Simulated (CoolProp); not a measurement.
Vapour-liquid equilibrium of R22 (1) + R134a (2) at 337.4 K; x and y are mole fractions of (1).

Model: multi-fluid Helmholtz-energy mixture model, Kamei 1995 and Tillner-Roth 1994; pair parameters Bell 2016, in CoolProp.

```csv
x,"bubble pressure, mixture model (bar)","bubble pressure, Raoult's law (bar)","y, mixture model","y, Raoult's law"
0.05,___,18.98,___,0.070
0.15,___,19.78,___,0.202
0.25,20.91,20.58,0.299,0.323
0.35,21.78,21.38,0.405,0.435
0.45,22.60,22.18,___,0.539
0.55,23.40,22.98,0.600,0.636
0.65,24.16,23.78,0.692,0.727
0.75,24.89,24.58,0.782,0.811
0.85,25.59,25.39,0.870,0.890
0.95,26.26,26.19,0.957,0.965
```

Fill in the missing entries.


- 0.05, bubble pressure, mixture model (bar): 19.06
- 0.05, y, mixture model: 0.065
- 0.15, bubble pressure, mixture model (bar): 20.01
- 0.15, y, mixture model: 0.187
- 0.45, y, mixture model: 0.505

The largest gap from Raoult's law is +1.9 % in bubble pressure, at x = 0.45. No azeotrope shows between x = 0.05 and 0.95.

Pair parameters are fitted to limited data, so mixtures are less certain than the pure fluids.
